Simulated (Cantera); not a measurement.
# Premixed flame

A freely propagating, adiabatic, planar premixed flame of 34.0 % CO, 3.03 % H2, 13.2 % O2, 49.7 % N2, equivalence ratio 1.4, unburnt at 675 K and 4.93 atm; mixture-averaged transport, grid criteria slope 0.08 and curve 0.16, no radiation.

Cantera simulation using GRI-Mech 3.0 (53 species, 325 reactions); the numbers are that mechanism's predictions, not measurements. The hydrogen kinetics of GRI-Mech 3.0 are dated; newer H2 mechanisms differ, most at raised pressure. Burning velocities carry a grid error of a few per cent, more on coarse grids.

```tsv
z (mm)	T (K)	u (m/s)	x CO	x H2	x O2	x OH	x H	x H2O
-0.348	675	2.02	0.340	0.0303	0.132	<1e-8	<1e-8	1.52e-8
-0.232	675	2.02	0.340	0.0301	0.132	<1e-8	<1e-8	4.25e-7
-0.174	675	2.02	0.341	0.0298	0.132	<1e-8	<1e-8	3.54e-6
-0.116	676	2.02	0.341	0.0288	0.133	<1e-8	<1e-8	3.38e-5
-0.0579	705	2.10	0.341	0.0241	0.132	1.11e-6	1.86e-6	0.000998
-0.0290	938	2.77	0.330	0.0171	0.123	0.000285	0.000458	0.00762
0	1405	4.06	0.286	0.00745	0.0912	0.00175	0.00444	0.0202
0.0290	1738	4.90	0.233	0.00332	0.0567	0.00377	0.00847	0.0231
0.0579	1930	5.34	0.200	0.00312	0.0394	0.00505	0.00956	0.0210
0.116	2123	5.78	0.177	0.00333	0.0281	0.00598	0.00787	0.0210
0.232	2295	6.17	0.163	0.00311	0.0212	0.00596	0.00490	0.0238
0.464	2435	6.48	0.150	0.00277	0.0149	0.00526	0.00291	0.0262
0.927	2538	6.70	0.140	0.00249	0.00962	0.00431	0.00178	0.0280
```
x: mole fraction of selected species; z is measured from the peak of heat release.

```json
{
 "laminar_burning_velocity": "202 cm/s",
 "thermal_thickness": "0.116 mm",
 "peak x(OH)": "0.00608",
 "peak x(H)": "0.00958",
 "grid_points": "116"
}
```
